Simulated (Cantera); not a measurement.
An adiabatic, constant-volume homogeneous reactor starts with CH4 : CO : O2 : N2 = 1 : 0.42 : 5.26 : 19.8 (molar parts), at 1498 K and 10.0 bar.

Cantera simulation using GRI-Mech 3.0 (53 species, 325 reactions); the numbers are that mechanism's predictions, not measurements.

One state of this run: T (K) = 2560; P (bar) = 17.0; x CH4 = <1e-12; x CO = 0.00192; x O2 = 0.110; x C2H6 = <1e-12; x CH3 = <1e-12; x C2H = <1e-12; x NO2 = 2.12e-5. x: mole fraction; the columns are a selection and need not sum to one.

Which value of t (s) does it belong to?
A) 3.00e-6
B) 6.06e-5
C) 0.00122
D) 2.23e-5

C, 0.00122
